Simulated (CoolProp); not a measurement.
Chlorine along the isobar 20 MPa: Z from the reference equation and from simpler models built on Tc = 416.9 K, pc = 7.642 MPa, ω = 0.070; each cubic takes its own stable root.

Computed with CoolProp (reference Helmholtz-energy equation of state, Thol 2021).

| T (K) | phase | reference | van der Waals | Redlich-Kwong | Soave-Redlich-Kwong | Peng-Robinson |
|---|---|---|---|---|---|---|
| 204.6 | liquid | 0.4958 | 0.7850 | 0.5368 | 0.5395 | 0.4806 |
| 211.1 | liquid | 0.4852 | 0.7659 | 0.5245 | 0.5269 | 0.4692 |
| 217.6 | liquid | 0.4754 | 0.7480 | 0.5132 | 0.5153 | 0.4587 |
| 224.1 | liquid | 0.4662 | 0.7313 | 0.5027 | 0.5044 | 0.4490 |
| 230.6 | liquid | 0.4577 | 0.7157 | 0.4929 | 0.4944 | 0.4399 |
| 237.1 | liquid | 0.4497 | 0.7010 | 0.4838 | 0.4850 | 0.4315 |
| 243.7 | liquid | 0.4421 | 0.6871 | 0.4753 | 0.4762 | 0.4235 |
| 250.2 | liquid | 0.4351 | 0.6742 | 0.4675 | 0.4682 | 0.4163 |
| 256.7 | liquid | 0.4286 | 0.6621 | 0.4603 | 0.4607 | 0.4095 |
| 263.2 | liquid | 0.4226 | 0.6507 | 0.4536 | 0.4538 | 0.4033 |
| 269.7 | liquid | 0.4169 | 0.6401 | 0.4475 | 0.4474 | 0.3976 |
